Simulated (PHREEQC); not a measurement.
Dissolve 0.072 mol CuSO4, 0.00015 mol HBF4 and 0.00023 mol KCl per kg of water at 25 °C. It is in equilibrium with CO2 at log p = 0 (atm). Otherwise closed; pH follows from the charge balance.

Equilibrium calculation in PHREEQC: ion-association model, wateq4f.dat.

This is a speciation only: nothing precipitates in the calculation.

Question: Estimate the pH.

Answer: pH 3.48.

Question: In which forms is F present?

Answer: F- 63 %, HF 22 %, CuF+ 15 % of the F.

Species that the database lacks are ignored. Real BF4- forms and hydrolyses slowly; the run takes it at equilibrium.
